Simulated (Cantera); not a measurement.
What does this Cantera script print?

```python
import numpy as np
import cantera as ct

gas = ct.Solution("gri30.yaml")
gas.TPX = 1100, 110000, {'N2O': 1, 'N2': 8, 'H2O': 0.1}
inlet = ct.Reservoir(gas, clone=True)

reactor = ct.IdealGasConstPressureReactor(gas, energy="off", clone=False)
exhaust = ct.Reservoir(gas, clone=True)
tau = [3, 1.2, 0.45, 0.17, 0.067, 0.026, 0.01, 0.0039, 0.0015, 0.00057, 0.00022][0]
for a, b in ((inlet, reactor), (reactor, exhaust)):
    ct.MassFlowController(a, b, mdot=lambda t: reactor.mass / tau)
net = ct.ReactorNet([reactor])
show = ['N2O', 'NO2', 'NO', 'N2', 'O', 'O2']

rows = []
print(f"{'tau/s':>10s}{'T/K':>9s}" + "".join(f"{s:>11s}" for s in show))
for tau in [3, 1.2, 0.45, 0.17, 0.067, 0.026, 0.01, 0.0039, 0.0015, 0.00057, 0.00022]:
    net.initial_time = 0.0
    net.advance(30 * tau)
    before = gas.X
    net.advance(40 * tau)
    drift = np.max(np.abs(gas.X - before) / (gas.X + 1e-9))
    rows.append([gas.T, *gas[show].X, drift])
    print(f"{tau:10.3e}{gas.T:9.1f}" + "".join(f"{x:11.3e}" for x in gas[show].X))
```

Result:

```
     tau/s      T/K        N2O        NO2         NO         N2          O         O2
 3.000e+00   1100.0  8.796e-02  4.414e-05  1.089e-03  8.902e-01  2.447e-07  9.804e-03
 1.200e+00   1100.0  9.959e-02  3.425e-05  5.244e-04  8.843e-01  2.663e-07  4.583e-03
 4.500e-01   1100.0  1.057e-01  2.380e-05  2.107e-04  8.812e-01  2.807e-07  1.852e-03
 1.700e-01   1100.0  1.083e-01  1.385e-05  8.007e-05  8.799e-01  2.906e-07  7.197e-04
 6.700e-02   1100.0  1.092e-01  6.447e-06  3.173e-05  8.795e-01  2.967e-07  2.859e-04
 2.600e-02   1100.0  1.096e-01  2.176e-06  1.284e-05  8.792e-01  2.995e-07  1.106e-04
 1.000e-02   1100.0  1.098e-01  4.970e-07  5.281e-06  8.792e-01  2.993e-07  4.191e-05
 3.900e-03   1100.0  1.099e-01  7.135e-08  2.162e-06  8.791e-01  2.966e-07  1.584e-05
 1.500e-03   1100.0  1.099e-01  4.926e-09  8.339e-07  8.791e-01  2.898e-07  5.810e-06
 5.700e-04   1100.0  1.099e-01  1.732e-10  2.989e-07  8.791e-01  2.721e-07  2.050e-06
 2.200e-04   1100.0  1.099e-01  6.769e-12  9.920e-08  8.791e-01  2.339e-07  6.783e-07
```

Model: GRI-Mech 3.0 (53 species, 325 reactions), integrated in Cantera. GRI-Mech 3.0 was tuned for natural gas; its chemistry of N2O as a main component is partial and can be far from experiment. The mechanism lacks the step 2 NO + O2 → 2 NO2, which can matter for NO2 below about 1400 K. The temperature is held fixed by assumption; the heat of reaction is taken as removed at once.
